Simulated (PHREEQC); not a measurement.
PHREEQC input (ion-association model, wateq4f.dat):

```
SOLUTION_MASTER_SPECIES
  An  An-  0  An  62.0  # stands for a non-complexing anion
SOLUTION_SPECIES
  An- = An-
    -log_k 0
    -gamma 3.0 0
PHASES
  Fix_H+
    H+ = H+
    -log_k 0
SOLUTION 1
  temp 25
  units mmol/kgw
  pH 7 charge
  Se(6) 0.081
  Na 10.162
  An 10
END
SELECTED_OUTPUT 1
  -reset false
  -pH true
  -pe true
  -ionic_strength true
  -water true
  -totals Na Se Se(-2) Se(4) Se(6)
  -molalities Hfo_wOH Hfo_wOH2+ Hfo_wO- Hfo_sOH Hfo_sOH2+ Hfo_sO- Hfo_wSeO4- Hfo_wOHSeO4-2
USER_PUNCH 1
  -headings sigma psi
  10 PUNCH EDL("sigma", "Hfo"), EDL("psi", "Hfo")
PRINT
  -reset false
USE solution 1
SURFACE 1
  Hfo_wOH 4.49438e-05 600 0.02
  Hfo_sOH 1.1236e-06
EQUILIBRIUM_PHASES 1
  Fix_H+ -3 HAn 10
    -force_equality true
  O2(g) -0.68 10
END
# ... the last block is repeated for the other 12 points of pH, with NaOH or the acid as the point needs
```

Selected output (columns that matter, 13 of 13 rows; pH added in front):

```
pH	mu	Na	Se	m_Hfo_wOH	m_Hfo_wOH2+	m_Hfo_wO-	m_Hfo_sOH	m_Hfo_sOH2+	m_Hfo_sO-	m_Hfo_wSeO4-	m_Hfo_wOHSeO4-2	sigma	psi
3	0.011325	0.010162	6.1637e-05	1.0992e-07	2.5471e-05	1.0866e-11	4.8279e-09	1.1188e-06	4.7729e-13	1.9174e-05	1.8948e-07	0.056582	0.11388
3.67	0.010461	0.010162	6.193e-05	4.8981e-07	2.5384e-05	2.1652e-10	2.1271e-08	1.1023e-06	9.4027e-12	1.8263e-05	8.0703e-07	0.053142	0.11272
4.33	0.01028	0.010162	6.3426e-05	1.9892e-06	2.5377e-05	3.5722e-09	8.1664e-08	1.0418e-06	1.4665e-10	1.4899e-05	2.6746e-06	0.049584	0.10969
5	0.010242	0.010162	6.6899e-05	6.7053e-06	2.4095e-05	4.2749e-08	2.4428e-07	8.7777e-07	1.5573e-09	8.6124e-06	5.4887e-06	0.042926	0.10261
5.67	0.010238	0.010162	7.1831e-05	1.6259e-05	1.9201e-05	3.1539e-07	5.1064e-07	6.0306e-07	9.9054e-09	3.1195e-06	6.0491e-06	0.034265	0.091559
6.33	0.010241	0.010162	7.6708e-05	2.7123e-05	1.2141e-05	1.388e-06	7.4966e-07	3.3558e-07	3.8365e-08	7.0174e-07	3.59e-06	0.025479	0.077439
7	0.010243	0.010162	8.0027e-05	3.324e-05	7.2305e-06	3.5006e-06	8.4938e-07	1.8476e-07	8.9453e-08	8.4393e-08	8.8847e-07	0.015792	0.056345
7.67	0.010243	0.010162	8.092e-05	3.4412e-05	5.649e-06	4.8024e-06	8.6185e-07	1.4148e-07	1.2027e-07	5.3509e-09	7.4648e-08	0.0057353	0.023943
8.33	0.010245	0.010165	8.0995e-05	3.4492e-05	5.0554e-06	5.3913e-06	8.624e-07	1.264e-07	1.348e-07	2.8778e-10	4.4965e-09	-0.0028433	-0.012188
9	0.010255	0.010175	8.1e-05	3.4408e-05	4.4766e-06	6.0587e-06	8.6022e-07	1.1192e-07	1.5147e-07	1.4781e-11	2.6017e-10	-0.013045	-0.048761
9.67	0.010297	0.010218	8.1e-05	3.4048e-05	3.6803e-06	7.2159e-06	8.5119e-07	9.2008e-08	1.804e-07	8.0405e-13	1.7035e-11	-0.029141	-0.083635
10.33	0.010485	0.010407	8.1e-05	3.2907e-05	2.6399e-06	9.397e-06	8.2268e-07	6.5997e-08	2.3493e-07	4.9952e-14	1.4259e-12	-0.055693	-0.11502
11	0.011368	0.011293	8.1e-05	2.9827e-05	1.4963e-06	1.3621e-05	7.4568e-07	3.7408e-08	3.4052e-07	3.2602e-15	1.4882e-13	-0.09993	-0.14259
```

Species that the database lacks are ignored. The oxide is taken as insoluble; below pH 4 it would dissolve.
